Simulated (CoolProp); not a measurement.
A closed Brayton cycle with carbon dioxide: compressor inlet 308.15 K and 8 MPa, high pressure 20 MPa, turbine inlet 930 K, compressor efficiency 0.8, turbine efficiency 0.9, recuperator effectiveness 0 (on enthalpy, no pinch check). Each further row changes one setting.

Model: reference Helmholtz-energy equation of state, Span 1996, in CoolProp.

```tsv
case	thermal efficiency (%)	net work (kJ/kg)	compressor to turbine work	compressor exit (K)	turbine exit (K)
as stated	(withheld)	109	0.21	355.0	811.9
turbine inlet 880 K	13.9	101	(withheld)	355.0	(withheld)
compressor inlet 318.15 K	(withheld)	(withheld)	0.33	392.2	811.9
high pressure 17 MPa	11.6	(withheld)	0.20	346.4	(withheld)
recuperator effectiveness 0.5	(withheld)	109	0.21	355.0	811.9
```

What belongs in the gaps?


- as stated, thermal efficiency (%): 13.8
- turbine inlet 880 K, compressor to turbine work: 0.22
- turbine inlet 880 K, turbine exit (K): 766.0
- compressor inlet 318.15 K, thermal efficiency (%): 13.2
- compressor inlet 318.15 K, net work (kJ/kg): 92.6
- high pressure 17 MPa, net work (kJ/kg): 92.2
- high pressure 17 MPa, turbine exit (K): 832.2
- recuperator effectiveness 0.5, thermal efficiency (%): 21.0
